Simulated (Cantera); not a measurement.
**Adiabatic ignition**

An adiabatic, constant-volume homogeneous reactor starts with 22.6 % CH₃OH, 15.4 % O₂, 57.8 % N₂, 4.29 % CO₂, at 1450 K and 5.00 bar.

Cantera simulation using GRI-Mech 3.0 (53 species, 325 reactions); the numbers are that mechanism's predictions, not measurements. GRI-Mech 3.0 was tuned for natural gas; its chemistry of methanol as a main component is partial and can be far from experiment.

```csv
t (s),T (K),P (bar),x CH₃OH,x O₂,x CO₂,x O,x H₂O
3.00e-6,1450,5.00,0.226,0.154,0.0429,5.62e-9,3.81e-5
9.34e-6,1450,5.00,0.225,0.154,0.0429,6.68e-9,0.000142
2.91e-5,1452,5.02,0.223,0.153,0.0428,1.60e-8,0.00119
9.06e-5,2744,12.3,3.74e-12,8.72e-5,0.0439,0.000117,0.221
0.000282,2743,12.3,3.76e-12,8.48e-5,0.0438,0.000114,0.221
0.000878,2741,12.3,3.79e-12,8.32e-5,0.0438,0.000112,0.221
0.00273,2741,12.3,3.79e-12,8.29e-5,0.0438,0.000112,0.221
0.00851,2741,12.3,3.79e-12,8.29e-5,0.0438,0.000112,0.221
0.0265,2741,12.3,3.79e-12,8.29e-5,0.0438,0.000112,0.221
0.0825,2741,12.3,3.79e-12,8.29e-5,0.0438,0.000112,0.221
0.257,2741,12.3,3.79e-12,8.29e-5,0.0438,0.000112,0.221
0.800,2741,12.3,3.79e-12,8.29e-5,0.0438,0.000112,0.221
```
x: mole fraction; the columns are a selection and need not sum to one.

The time of steepest temperature rise is 66.6 µs and the temperature at 0.800 s is 2741 K. The equilibrium temperature is 2741 K. The x(CH₃OH) at 0.800 s comes out as 3.79e-12 (gas-phase equilibrium 3.90e-12). The x(O₂) at 0.800 s comes out as 8.29e-5 (gas-phase equilibrium 8.29e-5) and the x(CO₂) at 0.800 s is 0.0438 (gas-phase equilibrium 0.0438).
